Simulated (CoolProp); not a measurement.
Vapour-liquid equilibrium of CHF3 (R23) (1) + propane (2) at 256 K; x and y are mole fractions of (1).

The numbers come from the multi-fluid Helmholtz-energy mixture model, Penoncello 2003 and Lemmon 2009; pair parameters Bell 2016 in CoolProp.

Task: Give the bubble pressure and the first vapour's composition at x = 0.35, 0.575, 0.8. Is there an azeotrope?

Result: x = 0.35: 1255 kPa, y = 0.789; x = 0.575: 1391 kPa, y = 0.822; x = 0.8: 1488 kPa, y = 0.870. No azeotrope shows between x = 0.05 and 0.95.

The pair parameters rest on a limited set of measurements; away from them the model extrapolates. With so large a gap from Raoult's law the liquid may split in two, which this calculation doesn't test in full.
